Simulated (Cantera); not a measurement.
Equilibrium for iron carbonyl, mercury and lead vapours: PbO + N₂

Feed: 1 mol PbO, a varied amount of N₂, held at 1225 K and 100 Pa.

These are equilibrium values from Cantera (NASA tables, ideal gas, pure condensed phases), not measurements of a reactor. Candidate condensed phases: Pb, PbO, PbO₂, Pb₃O₄; 12 gas species. Gases not in the tables: (PbO)n polymers. The numbers say what is thermodynamically allowed, not how fast it happens.

From 0.1 mol N₂ to 2.5 mol N₂ the condensed part is PbO(l). From 7.3 mol N₂ to 61 mol N₂ nothing is condensed.

| n(N₂) (mol) | log p N₂ | log p PbO | log p Pb | log p O₂ | n PbO(l) |
|---|---|---|---|---|---|
| 0.1 | -3.07 | -3.95 | -4.73 | -5.03 | 0.985 |
| 0.3 | -3.07 | -3.95 | -4.73 | -5.03 | 0.954 |
| 0.86 | -3.07 | -3.95 | -4.73 | -5.03 | 0.868 |
| 2.5 | -3.07 | -3.95 | -4.73 | -5.03 | 0.617 |
| 7.3 | -3.06 | -3.99 | -4.76 | -5.06 | 0 |
| 21 | -3.02 | -4.44 | -5.05 | -5.36 | 0 |
| 61 | -3.01 | -4.92 | -5.38 | -5.68 | 0 |
log p: log10 of the partial pressure in bar; n: condensed amount in mol.
